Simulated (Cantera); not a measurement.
Input: 1 mol SiC, a varied amount of O2, 1.5 mol H2, 0.098 mol CO2, held at 1475 K and 71.0 Pa.

These are equilibrium values from Cantera (NASA tables, ideal gas, pure condensed phases), not measurements of a reactor. Candidate condensed phases: C, C6H6, C7H8, C8H18, H2O, Si, SiC, SiO2; 123 gas species. Equilibrium is a limit: real reactors are often held back by kinetics, nucleation or transport.

Problem. At 0.12 mol O2, list the 4 most abundant gas species with their mole fractions, and the condensed phases.

Solution. H2 0.774, CO 0.138, SiO 0.0873, H 0.000428. Condensed: SiC(s).
